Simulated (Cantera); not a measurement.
Cantera run:

```python
import numpy as np
import cantera as ct

gas_names = """
    H2O2 NH3 O2
""".split()
cond_names = """
    VN(s) V(cr) V(L)
""".split()


# ... load() reads the species with a 1 bar reference pressure and builds the phases ...
species = {s.name: s for s in load("nasa_gas.yaml", gas_names) + load("nasa_condensed.yaml", cond_names)}
# Each term lists the table entries of one substance; the one whose range holds T is used.
reactions = {
    '2 VN + 3 H2O2(g) = 2 V + 2 NH3(g) + 3 O2(g)':
        [(-2, ['VN(s)']), (-3, ['H2O2']), (2, ['V(cr)', 'V(L)']), (2, ['NH3']), (3, ['O2'])],
}


def pick(names, T):
    return next(species[n] for n in names if species[n].thermo.min_temp <= T <= species[n].thermo.max_temp)


results = []
for label, terms in reactions.items():
    print(label)
    print("     T/K   dH/kJ  dS/(J/K)   dG/kJ   log10 K")
    for T in [973, 1123, 1273, 1423, 1573, 1723, 1873, 2023]:
        used = [(nu, pick(names, T)) for nu, names in terms]
        dH = sum(nu * s.thermo.h(T) for nu, s in used) / 1e6
        dS = sum(nu * s.thermo.s(T) for nu, s in used) / 1e3
        dG = dH - T * dS / 1e3
        logK = -dG * 1e6 / (ct.gas_constant * T * np.log(10))
        results.append((label, T, dH, dS, dG, logK, [s.name for _, s in used]))
        print(f"{T:8g} {dH:8.1f} {dS:8.1f} {dG:8.1f} {logK:8.2f}")
```

It prints:

```
2 VN + 3 H2O2(g) = 2 V + 2 NH3(g) + 3 O2(g)
     T/K   dH/kJ  dS/(J/K)   dG/kJ   log10 K
     973    742.8    268.3    481.8   -25.86
    1123    740.2    265.8    441.8   -20.55
    1273    737.6    263.6    402.1   -16.50
    1423    735.2    261.8    362.7   -13.31
    1573    732.8    260.2    323.5   -10.74
    1723    730.7    258.9    284.6    -8.63
    1873    728.8    257.8    245.8    -6.86
    2023    727.1    257.0    207.2    -5.35
```

Cantera with NASA thermochemical tables; ideal gases at 1 bar, condensed phases pure. VN: taken at fixed stoichiometry. Condensed species are held in their standard states even where they would react or evaporate.
